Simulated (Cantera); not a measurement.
A perfectly stirred reactor is fed with CH4 : H2O = 1 : 0.39 (molar parts), at 21.0 bar; it is held at 1475 K, and followed from long to short residence time.

Model: GRI-Mech 3.0 (53 species, 325 reactions), integrated in Cantera. GRI-Mech 3.0 stops at C3 and has no aromatics, soot or wall deposition, so with more carbon than oxygen in the feed, carbon stays in small species such as C2H2 where larger ones or solid carbon would form. The pressure lies above the range GRI-Mech 3.0 was tuned for (to about 10 atm).

Task: What does this change do: pressure from 21.0 bar to 0.500 bar?

Result: 
```
quantity                  before    after
----------------------  --------  -------
x(CH4) at τ = 0.480 s      0.458    0.483
x(H2O) at τ = 0.480 s      0.232    0.241
x(C2H4) at τ = 0.480 s    0.0487  0.00625
x(CO) at τ = 0.480 s     0.00822  0.00132
x(H2O2) at τ = 0.480 s    <1e-12   <1e-12
x(CH4) at τ = 29.0 ms      0.604    0.693
x(H2O) at τ = 29.0 ms      0.265    0.277
x(C2H4) at τ = 29.0 ms    0.0193  0.00406
x(CO) at τ = 29.0 ms    0.000364  2.34e-5
x(H2O2) at τ = 29.0 ms    <1e-12   <1e-12
```

Task: What does this change do: temperature 1475 to 2000 K?

Result: 
```json
[
 {"quantity": "x(CH4) at τ = 0.480 s", "before": "0.458", "after": "0.0546"},
 {"quantity": "x(H2O) at τ = 0.480 s", "before": "0.232", "after": "0.00203"},
 {"quantity": "x(C2H4) at τ = 0.480 s", "before": "0.0487", "after": "0.00815"},
 {"quantity": "x(CO) at τ = 0.480 s", "before": "0.00822", "after": "0.147"},
 {"quantity": "x(H2O2) at τ = 0.480 s", "before": "<1e-12", "after": "<1e-12"},
 {"quantity": "x(CH4) at τ = 29.0 ms", "before": "0.604", "after": "0.0597"},
 {"quantity": "x(H2O) at τ = 29.0 ms", "before": "0.265", "after": "0.0250"},
 {"quantity": "x(C2H4) at τ = 29.0 ms", "before": "0.0193", "after": "0.00908"},
 {"quantity": "x(CO) at τ = 29.0 ms", "before": "0.000364", "after": "0.127"},
 {"quantity": "x(H2O2) at τ = 29.0 ms", "before": "<1e-12", "after": "<1e-12"}
]
```

Task: What does this change do: CH4 1 to 4 parts?

Result: 
```json
[
 {"quantity": "x(CH4) at τ = 0.480 s", "before": "0.458", "after": "0.578"},
 {"quantity": "x(H2O) at τ = 0.480 s", "before": "0.232", "after": "0.0725"},
 {"quantity": "x(C2H4) at τ = 0.480 s", "before": "0.0487", "after": "0.0640"},
 {"quantity": "x(CO) at τ = 0.480 s", "before": "0.00822", "after": "0.00336"},
 {"quantity": "x(H2O2) at τ = 0.480 s", "before": "<1e-12", "after": "<1e-12"},
 {"quantity": "x(CH4) at τ = 29.0 ms", "before": "0.604", "after": "0.761"},
 {"quantity": "x(H2O) at τ = 29.0 ms", "before": "0.265", "after": "0.0831"},
 {"quantity": "x(C2H4) at τ = 29.0 ms", "before": "0.0193", "after": "0.0251"},
 {"quantity": "x(CO) at τ = 29.0 ms", "before": "0.000364", "after": "0.000114"},
 {"quantity": "x(H2O2) at τ = 29.0 ms", "before": "<1e-12", "after": "<1e-12"}
]
```
